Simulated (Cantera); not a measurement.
## SiH2Cl2 + N2 + H2 (silicon nitride deposition)

Charge: 1 mol SiH2Cl2, 96 mol N2, 57 mol H2, equilibrated at 0.0100 bar.

Equilibrium computed with Cantera from the NASA thermochemical tables; the gas is ideal and each condensed phase is pure. Candidate condensed phases: NH4Cl, Si, Si3N4; 28 gas species. N2 is the only nitrogen source here; it is nearly inert below about 1500 K, so the nitride shown seldom forms there in practice. The tables' values for SiCl, SiN are old estimates; treat these amounts as uncertain. Gases not in the tables: Si2H6 and higher silanes. Rates play no part.

| T (K) | x N2 | x H2 | x H | x HCl | x Si | x SiCl2 | x Cl | x SiCl | n Si3N4(s) | n Si(l) |
|---|---|---|---|---|---|---|---|---|---|---|
| 1023 | 0.618 | 0.369 | 2.52e-8 | 0.0130 | <1e-12 | 3.03e-9 | 8.14e-10 | <1e-12 | 0.333 | 0 |
| 1173 | 0.618 | 0.369 | 7.17e-7 | 0.0130 | <1e-12 | 1.62e-7 | 2.20e-8 | <1e-12 | 0.333 | 0 |
| 1323 | 0.618 | 0.369 | 9.64e-6 | 0.0130 | 2.46e-11 | 3.45e-6 | 2.83e-7 | 2.11e-10 | 0.333 | 0 |
| 1473 | 0.618 | 0.369 | 7.69e-5 | 0.0129 | 1.48e-8 | 3.83e-5 | 2.17e-6 | 2.90e-8 | 0.331 | 0 |
| 1623 | 0.618 | 0.369 | 0.000420 | 0.0124 | 2.70e-6 | 0.000253 | 1.11e-5 | 1.53e-6 | 0.320 | 0 |
| 1773 | 0.617 | 0.369 | 0.00173 | 0.0109 | 0.000200 | 0.000974 | 3.93e-5 | 3.66e-5 | 0.268 | 0 |
| 1923 | 0.616 | 0.364 | 0.00568 | 0.0109 | 0.00170 | 0.000853 | 0.000128 | 0.000134 | 0 | 0.534 |
| 2073 | 0.611 | 0.355 | 0.0157 | 0.0113 | 0.00524 | 0.000417 | 0.000368 | 0.000211 | 0 | 0 |
x: gas mole fraction; n: condensed amount in mol.

From 1023 K to 1773 K the condensed part is Si3N4(s). At 1923 K the condensed part is Si(l). At 2073 K nothing is condensed. The main Si-bearing gas is SiCl4 at 1023 K and Si at 2073 K.
